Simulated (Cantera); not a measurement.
A freely propagating, adiabatic, planar premixed flame of H2 : O2 : N2 = 1 : 0.455 : 1.71 (molar parts), equivalence ratio 1.1, unburnt at 448 K and 0.178 atm; mixture-averaged transport, grid criteria slope 0.08 and curve 0.16, no radiation.

Cantera simulation using the H2/O2 subset of GRI-Mech 3.0, which has no nitrogen chemistry; the numbers are that mechanism's predictions, not measurements. Burning velocities carry a grid error of a few per cent, more on coarse grids.

x: mole fraction of selected species; z is measured from the peak of heat release.

```tsv
z (mm)	T (K)	u (m/s)	x H2	x O2	x H2O	x H	x OH	x HO2
-12.0	448	4.01	0.316	0.144	<1e-8	<1e-8	<1e-8	<1e-8
-8.02	448	4.01	0.316	0.144	<1e-8	<1e-8	<1e-8	<1e-8
-6.01	448	4.01	0.316	0.144	<1e-8	<1e-8	<1e-8	<1e-8
-4.01	448	4.01	0.316	0.144	<1e-8	<1e-8	<1e-8	<1e-8
-2.00	451	4.04	0.315	0.144	?	?	?	6.30e-5
-1.00	?	5.48	0.290	0.140	?	?	?	?
0	1082	9.19	0.162	0.0967	0.109	0.0563	0.00262	2.13e-5
1.00	1382	11.6	0.0631	0.0348	0.219	0.0864	0.00764	6.87e-6
2.00	1507	12.5	0.0554	0.0260	0.235	0.0796	0.0101	4.48e-6
4.01	1647	13.6	0.0573	0.0227	0.243	0.0661	0.0125	3.32e-6
8.02	1801	14.7	0.0584	0.0194	0.253	0.0517	0.0148	2.40e-6
16.0	1958	15.8	0.0574	0.0159	0.264	0.0381	0.0162	1.70e-6
32.1	2108	16.8	0.0544	0.0123	0.277	0.0264	0.0163	1.21e-6
```

Question: What belongs in the gaps?

Answer: 
- -2.00, x H2O: 0.000104
- -2.00, x H: 3.16e-5
- -2.00, x OH: 9.79e-6
- -1.00, T (K): 623
- -1.00, x H2O: 0.0132
- -1.00, x H: 0.00577
- -1.00, x OH: 0.000556
- -1.00, x HO2: 6.81e-5
